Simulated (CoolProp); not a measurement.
The fluid at 298.15 K and 9.22 MPa flows at 0.14 m/s in a round tube of 10 mm bore and 15 µm roughness, fully developed (64/Re and Nu = 3.66 if laminar; Colebrook and Gnielinski if turbulent). The same conditions are run with several fluids, on thermodynamics alone (safety and materials aside).

Values from CoolProp's reference Helmholtz-energy equation of state of each fluid (toluene: Lemmon 2006; R22: Kamei 1995; methanol: de Reuck 1993).

Q: Rank toluene, R22, methanol by Reynolds number, highest first.

A: R22 (11700), toluene (2040), methanol (1940)

```json
[
 {"fluid": "toluene", "Darcy friction factor": "0.0313", "pressure drop (Pa/m)": "26.7", "heat-transfer coefficient (W/(m² K))": "48.8", "mass flow (kg/h)": "34.4"},
 {"fluid": "R22", "Darcy friction factor": "0.0320", "pressure drop (Pa/m)": "38.7", "heat-transfer coefficient (W/(m² K))": "518", "mass flow (kg/h)": "48.8"},
 {"fluid": "methanol", "Darcy friction factor": "0.0330", "pressure drop (Pa/m)": "25.7", "heat-transfer coefficient (W/(m² K))": "74.9", "mass flow (kg/h)": "31.5"}
]
```

Transport values come from each fluid's own correlations; those of R22 are estimates that may be off by 10 % or more.
